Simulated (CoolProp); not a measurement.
Methanol at 293.15 K and 0.0097 MPa flows at 12 m/s in a round tube of 4.6 mm bore and 45 µm roughness, fully developed (64/Re and Nu = 3.66 if laminar; Colebrook and Gnielinski if turbulent). Each further row changes one setting.

Computed with CoolProp (reference Helmholtz-energy equation of state, de Reuck 1993).

```csv
case,Reynolds number,Darcy friction factor,pressure drop (Pa/m),heat-transfer coefficient (W/(m² K)),mass flow (kg/h)
as stated,(withheld),0.0851,(withheld),11.7,(withheld)
velocity 24 m/s,1500,0.0425,(withheld),11.7,0.185
diameter 9.2 mm,1500,0.0425,(withheld),(withheld),0.371
```

### Question
What belongs in the gaps?

### Answer

- as stated, Reynolds number: 752
- as stated, pressure drop (Pa/m): 172
- as stated, mass flow (kg/h): 0.0927
- velocity 24 m/s, pressure drop (Pa/m): 344
- diameter 9.2 mm, pressure drop (Pa/m): 43.0
- diameter 9.2 mm, heat-transfer coefficient (W/(m² K)): 5.84

Viscosity comes from a separate model (Xiang 2006). Thermal conductivity comes from a separate model (Sykioti 2013).
